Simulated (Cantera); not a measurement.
A closed system holds: 1 mol SiCl₄, a varied amount of NH₃, 2.7 mol N₂, held at 1200 K and 1.33 mbar.

Equilibrium computed with Cantera from the NASA thermochemical tables; the gas is ideal and each condensed phase is pure. Candidate condensed phases: NH₄Cl, Si, Si₃N₄; 28 gas species. The tables' values for SiCl₃ are old estimates; treat these amounts as uncertain. Rates play no part.

Q: At 7.7 mol NH₃, list the 4 most abundant gas species with their mole fractions, and the condensed phases.

A: H₂ 0.492, N₂ 0.303, HCl 0.204, SiCl₂ 0.000339. Condensed: Si₃N₄(s).
